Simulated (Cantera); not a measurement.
## Stirred combustor or abatement burner

A perfectly stirred reactor is fed with CH4 : O2 : N2 : CO2 = 1 : 2.02 : 7.6 : 0.98 (molar parts), at 750 Torr; it is adiabatic with a 575 K inlet, and is followed from long to short residence time, starting on the burning branch (τ in s: 0.044, 0.017, 0.0066, 0.0025, 0.00098, 0.00038, 0.00015, 5.6e-05, 2.2e-05).

Detailed kinetics in Cantera: GRI-Mech 3.0 (53 species, 325 reactions).

| τ (s) | T (K) | x CH4 | x O2 | x CO2 | x OH | x NO | x H2 | x HCN |
|---|---|---|---|---|---|---|---|---|
| 0.044 | 2158 | 7.91e-6 | 0.00988 | 0.153 | 0.00364 | 0.000455 | 0.00323 | 2.78e-7 |
| 0.017 | 2125 | 1.59e-5 | 0.0119 | 0.149 | 0.00429 | 0.000286 | 0.00406 | 3.39e-7 |
| 0.0066 | 2078 | 3.15e-5 | 0.0145 | 0.144 | 0.00508 | 0.000183 | 0.00522 | 4.12e-7 |
| 0.0025 | 2018 | 6.49e-5 | 0.0177 | 0.138 | 0.00589 | 0.000117 | 0.00674 | 5.16e-7 |
| 0.00098 | 1951 | 0.000137 | 0.0212 | 0.132 | 0.00648 | 7.56e-5 | 0.00841 | 6.71e-7 |
| 0.00038 | 1878 | 0.000321 | 0.0253 | 0.126 | 0.00666 | 4.71e-5 | 0.0102 | 9.44e-7 |
| 0.00015 | 1799 | 0.000880 | 0.0312 | 0.118 | 0.00601 | 2.69e-5 | 0.0121 | 1.56e-6 |
| 5.6e-5 | 575 | 0.0862 | 0.174 | 0.0845 | <1e-12 | <1e-12 | <1e-12 | <1e-12 |
| 2.2e-5 | 575 | 0.0862 | 0.174 | 0.0845 | <1e-12 | <1e-12 | <1e-12 | <1e-12 |
x: mole fraction; the columns are a selection and need not sum to one.
